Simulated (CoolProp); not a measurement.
CH2F2 (R32) at several states: density (kg/m³) from the reference equation and from simpler models built on Tc = 351.3 K, pc = 57.83 bar, ω = 0.277; each cubic takes its own stable root.

Model: reference Helmholtz-energy equation of state, Tillner-Roth 1997, in CoolProp.

| T (K) | p (bar) | phase | reference |
|---|---|---|---|
| 317.7 | 0.204 | gas | 0.4026 |
| 187.1 | 22 | liquid | 1307 |
| 315.5 | 13.1 | gas | 30.29 |
| 160.1 | 14 | liquid | 1373 |

**Question.** How far does each simpler model (van der Waals, Redlich-Kwong, Soave-Redlich-Kwong, Peng-Robinson) lie from the reference over these 4 states: mean and median of the absolute difference, and the worst?

**Answer.** 
- van der Waals: mean 26.0 %, median 27.1 %, worst -49.5 % at 160.1 K and 14 bar
- Redlich-Kwong: mean 13.2 %, median 13.9 %, worst -25.0 % at 160.1 K and 14 bar
- Soave-Redlich-Kwong: mean 12.2 %, median 12.6 %, worst -23.5 % at 160.1 K and 14 bar
- Peng-Robinson: mean 7.1 %, median 7.2 %, worst -14.1 % at 160.1 K and 14 bar
